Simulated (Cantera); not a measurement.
Cantera run:

```python
import numpy as np
import cantera as ct

gas_names = """
    H HO2 H2 H2O H2O2 H2S H2SO4 O OH O2 O3 S SH SO SO2 SO3 S2 S2O S8
""".split()
cond_names = """
    H2O(s) H2O(L) H2SO4(L) S(cr1) S(cr2) S(L)
""".split()


# ... load() reads the species with a 1 bar reference pressure and builds the phases ...
atoms = {
    'H2S': {'H': 2, 'S': 1},
    'H2O': {'H': 2, 'O': 1},
    'H2': {'H': 2},
}
top_T = {}  # K; cautious upper limits of use, not melting points


# ... equilibrate(T, P, feed) seeds the gas with the atoms and calls Mixture.equilibrate('TP', solver="vcs", rtol=1e-11, max_steps=5000) ...
results = []
feed = {'H2S': 1, 'H2O': 0.44, 'H2': 3.9}  # mol
T = 698.15  # K
P = 350  # Pa
mix = equilibrate(T, P, feed)
results.append((T, P, feed, dict(zip(mix.species_names, mix.species_moles))))
x = sorted(zip(gas.X, gas.species_names), reverse=True)
print(f"T = {T:g} K  P = {P:g} Pa  gas = {mix.phase_moles(0):.4g} mol")
print("   x: " + "  ".join(f"{s} {v:.3e}" for v, s in x if v > 0.0001))
print("   condensed (mol): " + ("  ".join(f"{mix.phase(i).name} {mix.phase_moles(i):.4g}"
      for i in range(1, mix.n_phases) if mix.phase_moles(i) > 1e-12) or "none"))
```

Result:

```
T = 698.15 K  P = 350 Pa  gas = 5.34 mol
   x: H2 7.303e-01  H2S 1.873e-01  H2O 8.240e-02
   condensed (mol): none
```

Cantera equilibrium calculation (NASA polynomials, part measured and part estimated; ideal gas, pure solids and liquids).
